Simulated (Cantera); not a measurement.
## Ignition delay

Mixture: 14.1 % CH4, 0.664 % CO, 17.8 % O2, 67.2 % N2, 0.170 % H2, at 7050 Torr, adiabatic and at constant volume. Ignition delay is the time to a rise of 400 K.

Computed with Cantera and GRI-Mech 3.0 (53 species, 325 reactions).

| T0 (K) | delay (ms) |
|---|---|
| 1250 | 3.07 |
| 1300 | 1.75 |
| 1350 | 1.01 |
| 1400 | 0.595 |
| 1450 | 0.357 |
| 1500 | 0.217 |
| 1550 | 0.135 |

- apparent activation energy between 1450 and 1550 K: 180 kJ/mol
